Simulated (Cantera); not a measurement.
## Stirred combustor or abatement burner

A perfectly stirred reactor is fed with CH4 : O2 : N2 = 1 : 2.74 : 10.3 (molar parts), at 4.54 atm; it is adiabatic with a 600 K inlet, and is followed from long to short residence time, starting on the burning branch (τ in s: 0.045, 0.021, 0.0094, 0.0043, 0.0019, 0.00088, 0.0004, 0.00018, 8.3e-05, 3.8e-05, 1.7e-05, 7.8e-06).

Detailed kinetics in Cantera: GRI-Mech 3.0 (53 species, 325 reactions).

| τ (s) | T (K) | x CH4 | x O2 | x H2O | x H | x C2H4 | x CH2 |
|---|---|---|---|---|---|---|---|
| 0.045 | 2113 | 3.01e-6 | 0.0522 | 0.141 | 2.64e-5 | 1.57e-10 | 3.57e-8 |
| 0.021 | 2112 | 6.07e-6 | 0.0523 | 0.141 | 3.14e-5 | 6.13e-10 | 7.49e-8 |
| 0.0094 | 2109 | 1.21e-5 | 0.0525 | 0.141 | 4.28e-5 | 2.28e-9 | 1.60e-7 |
| 0.0043 | 2103 | 2.25e-5 | 0.0527 | 0.140 | 6.68e-5 | 6.95e-9 | 3.25e-7 |
| 0.0019 | 2092 | 4.08e-5 | 0.0531 | 0.140 | 0.000120 | 1.88e-8 | 6.50e-7 |
| 0.00088 | 2076 | 6.99e-5 | 0.0536 | 0.139 | 0.000221 | 4.26e-8 | 1.20e-6 |
| 0.00040 | 2051 | 0.000122 | 0.0547 | 0.137 | 0.000417 | 9.32e-8 | 2.13e-6 |
| 0.00018 | 2012 | 0.000221 | 0.0564 | 0.136 | 0.000761 | 2.10e-7 | 3.69e-6 |
| 8.3e-5 | 1958 | 0.000423 | 0.0593 | 0.133 | 0.00126 | 5.26e-7 | 6.13e-6 |
| 3.8e-5 | 1873 | 0.00100 | 0.0653 | 0.130 | 0.00174 | 2.06e-6 | 1.06e-5 |
| 1.7e-5 | 600 | 0.0712 | 0.195 | <1e-12 | <1e-12 | <1e-12 | <1e-12 |
| 7.8e-6 | 600 | 0.0712 | 0.195 | <1e-12 | <1e-12 | <1e-12 | <1e-12 |
x: mole fraction; the columns are a selection and need not sum to one.
